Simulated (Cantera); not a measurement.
A closed system holds: 1 mol H2S, 1.6 mol H2O, 0.083 mol H2, at 2973 K and 0.00170 bar.

Equilibrium computed with Cantera from the NASA thermochemical tables; the gas is ideal and each condensed phase is pure. Candidate condensed phases: H2O, H2SO4, S; 19 gas species. Kinetics and transport are ignored.

Base state: H 0.645, O 0.166, S 0.108, H2 0.0335, SO 0.0250, OH 0.0140, O2 0.00438, H2O 0.00223 (mole fractions); condensed: gas only.

Q: What changes in the equilibrium state with this change: 0.025 mol CO2 added?

A: 
```tsv
species	before	after
H	0.645	0.641
O	0.166	0.167
S	0.108	0.107
CO	0	0.00335
H2	0.0335	0.0331
OH	0.0140	0.0140
SO	0.0250	0.0251
CO2	0	3.08e-5
O2	0.00438	0.00447
S2	0.000365	0.000359
```
Further candidate phases: C, C6H6, C7H8, C8H18.
